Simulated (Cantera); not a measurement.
Mixture: 8.46 % CH3OH, 19.2 % O2, 72.3 % N2, equivalence ratio 0.66, at 1.10 bar, adiabatic and at constant volume. Ignition delay is the time to a rise of 400 K.

Cantera simulation using GRI-Mech 3.0 (53 species, 325 reactions); the numbers are that mechanism's predictions, not measurements. GRI-Mech 3.0 was tuned for natural gas; its chemistry of methanol as a main component is partial and can be far from experiment.

Question: Predict: delay at 1000 K; delay at 1150 K; delay at 1300 K; delay at 1450 K; delay at 1600 K; apparent activation energy between 1525 and 1675 K.

Answer: 
```json
{
 "delay at 1000 K": "0.512 s",
 "delay at 1150 K": "22.3 ms",
 "delay at 1300 K": "2.08 ms",
 "delay at 1450 K": "0.349 ms",
 "delay at 1600 K": "90.4 µs",
 "apparent activation energy between 1525 and 1675 K": "170 kJ/mol"
}
```
